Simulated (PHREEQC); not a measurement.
Consider water at 50 °C with 0.087 mol KHCO3, 2.8e-05 mol Na2B4O7 and 0.011 mol KCl per kg of water. Closed to the air; pH follows from the charge balance.

Equilibrium calculation in PHREEQC: ion-association model, phreeqc.dat.

| Item | Value |
|---|---|
| pH | 8.02 |
| ionic strength | 0.0993 mol/kgw |
| specific conductance | 16100 µS/cm |
| density | 0.994 g/cm³ |
| total alkalinity | 87.1 meq/kg |

```csv
species,molality,activity,log γ
K+,0.0980,0.0740,-0.122
HCO3-,0.0846,0.0660,-0.108
Cl-,0.0110,0.00834,-0.120
CO3-2,0.00124,0.000459,-0.430
CO2,0.00120,0.00123,0.010
H3BO3,9.99e-5,0.000102,0.010
Na+,5.32e-5,4.13e-5,-0.110
H2BO3-,1.21e-5,9.32e-6,-0.112
OH-,7.53e-6,5.67e-6,-0.123
NaCO3-,1.46e-6,1.13e-6,-0.112
NaHCO3,1.32e-6,1.35e-6,0.010
(CO2)2,5.55e-8,5.68e-8,0.010
H+,1.17e-8,9.62e-9,-0.087
```

No solid was allowed to form. Constants without temperature data keep their 25 °C values here.
